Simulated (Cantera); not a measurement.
A perfectly stirred reactor is fed with CH4 : H2 = 1 : 10 (molar parts), at 0.210 bar; it is held at 1425 K, and followed from long to short residence time.

Detailed kinetics in Cantera: GRI-Mech 3.0 (53 species, 325 reactions). GRI-Mech 3.0 stops at C3 and has no aromatics, soot or wall deposition, so with more carbon than oxygen in the feed, carbon stays in small species such as C2H2 where larger ones or solid carbon would form.

Problem. What does this change do: temperature 1425 to 1973 K?

Solution. 
| quantity | before | after |
|---|---|---|
| x(CH4) at τ = 15.0 s | 0.0715 | 0.00112 |
| x(H2) at τ = 15.0 s | 0.920 | 0.955 |
| x(H) at τ = 15.0 s | 1.25e-5 | 0.00289 |
| x(C2H4) at τ = 15.0 s | 0.00100 | 6.43e-5 |
| x(C2H6) at τ = 15.0 s | 6.47e-6 | 1.48e-8 |
| x(CH4) at τ = 40.0 ms | 0.0908 | 0.0167 |
| x(H2) at τ = 40.0 ms | 0.909 | 0.946 |
| x(H) at τ = 40.0 ms | 1.03e-5 | 0.00265 |
| x(C2H4) at τ = 40.0 ms | 2.37e-5 | 9.89e-5 |
| x(C2H6) at τ = 40.0 ms | 5.40e-6 | 2.49e-6 |

Problem. What does this change do: temperature 1425 to 1825 K?

Solution. 
| quantity | before | after |
|---|---|---|
| x(CH4) at τ = 15.0 s | 0.0715 | 0.00319 |
| x(H2) at τ = 15.0 s | 0.920 | 0.956 |
| x(H) at τ = 15.0 s | 1.25e-5 | 0.000942 |
| x(C2H4) at τ = 15.0 s | 0.00100 | 0.000158 |
| x(C2H6) at τ = 15.0 s | 6.47e-6 | 7.70e-8 |
| x(CH4) at τ = 40.0 ms | 0.0908 | 0.0410 |
| x(H2) at τ = 40.0 ms | 0.909 | 0.935 |
| x(H) at τ = 40.0 ms | 1.03e-5 | 0.000842 |
| x(C2H4) at τ = 40.0 ms | 2.37e-5 | 0.000231 |
| x(C2H6) at τ = 40.0 ms | 5.40e-6 | 9.19e-6 |

Problem. What does this change do: pressure from 0.210 bar to 0.0133 bar?

Solution. 
```tsv
quantity	before	after
x(CH4) at τ = 15.0 s	0.0715	0.0832
x(H2) at τ = 15.0 s	0.920	0.913
x(H) at τ = 15.0 s	1.25e-5	3.60e-5
x(C2H4) at τ = 15.0 s	0.00100	0.000119
x(C2H6) at τ = 15.0 s	6.47e-6	4.06e-6
x(CH4) at τ = 40.0 ms	0.0908	0.0909
x(H2) at τ = 40.0 ms	0.909	0.909
x(H) at τ = 40.0 ms	1.03e-5	4.18e-6
x(C2H4) at τ = 40.0 ms	2.37e-5	9.28e-8
x(C2H6) at τ = 40.0 ms	5.40e-6	6.48e-8
```
Radical loss at walls, strong at low pressure, is not modelled.
